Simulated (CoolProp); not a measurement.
Vapour pressure (MPa) of sulfur hexafluoride: the reference equation beside estimates from Tc = 45.6 °C, pc = 3.755 MPa, ω = 0.210.

Model: reference Helmholtz-energy equation of state, Guder 2009, in CoolProp.

```tsv
T (°C)	reference	Lee-Kesler	van der Waals
-40.85	0.3298	0.3362	0.9220
-36.45	0.3899	0.3973	1.011
-32.05	0.4578	0.4663	1.105
-27.55	0.5361	0.5456	1.208
-23.15	0.6220	0.6323	1.313
-18.75	0.7176	0.7287	1.424
-14.35	0.8238	0.8355	1.541
-9.95	0.9411	0.9532	1.664
-5.45	1.074	1.086	1.796
-1.05	1.216	1.228	1.931
3.35	1.372	1.383	2.073
7.75	1.542	1.553	2.220
12.25	1.731	1.742	2.377
16.65	1.933	1.943	2.538
21.05	2.152	2.161	2.704
```

Absolute difference from the reference over all 15 rows, mean and median: Lee-Kesler 1.2 and 1.3 %, van der Waals 86.3 and 76.8 %.
